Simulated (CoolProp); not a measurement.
Properties of carbon monoxide along the isotherm 160.8 K.

Model: reference Helmholtz-energy equation of state, Lemmon 2006, in CoolProp. It is a short technical equation, of lower accuracy than the large ones.

```csv
p (bar),phase,density (kg/m³),cv (kJ/(kg K)),Joule-Thomson coefficient (K/MPa),expansivity (1/kK)
1.59,gas,3.360,0.7447,7.666,6.387
3.18,gas,6.779,0.7472,7.662,6.563
4.77,gas,10.26,0.7497,7.657,6.747
6.36,gas,13.80,0.7523,7.649,6.939
7.95,gas,17.41,0.7550,7.640,7.139
9.54,gas,21.09,0.7577,7.629,7.349
11.1,gas,24.77,0.7604,7.616,7.564
12.7,gas,28.61,0.7632,7.601,7.795
14.3,gas,32.53,0.7661,7.583,8.038
15.9,gas,36.54,0.7690,7.562,8.292
17.5,gas,40.63,0.7720,7.539,8.558
```
